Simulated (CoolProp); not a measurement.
Saturated liquid density (kg/m³) of o-xylene: the reference equation beside estimates from Tc = 630.3 K, pc = 3737 kPa, ω = 0.312. Rackett uses Z = 0.29056 − 0.08775 ω.

Values from CoolProp's reference Helmholtz-energy equation of state, Zhou 2012.

```csv
T (K),reference,Rackett,Soave-Redlich-Kwong,Peng-Robinson
319.8,857.6,856.1,754.5,848.7
340.5,839.8,838.0,741.1,834.4
361.1,821.7,…,726.7,…
381.8,803.1,800.4,711.0,802.3
402.4,783.9,780.6,694.2,784.2
423.1,764.0,760.0,675.8,764.3
443.7,743.3,738.5,655.8,742.5
464.4,721.4,715.9,633.9,718.3
485,698.2,692.0,…,691.6
505.7,673.2,666.4,583.0,661.6
526.3,645.9,638.8,…,627.8
547,615.1,608.3,518.9,588.9
567.6,579.4,573.8,479.6,543.4
588.3,…,532.4,432.1,488.0
608.9,470.9,477.9,370.8,415.6
```

Question: Complete the blanks.

Answer: 
- 361.1, Rackett: 819.6
- 361.1, Peng-Robinson: 819.1
- 485, Soave-Redlich-Kwong: 609.8
- 526.3, Soave-Redlich-Kwong: 553.1
- 588.3, reference: 534.6

Absolute difference from the reference over all 15 rows, mean and median: Rackett 0.7 and 0.6 %, Soave-Redlich-Kwong 13.8 and 12.1 %, Peng-Robinson 2.6 and 0.9 %.
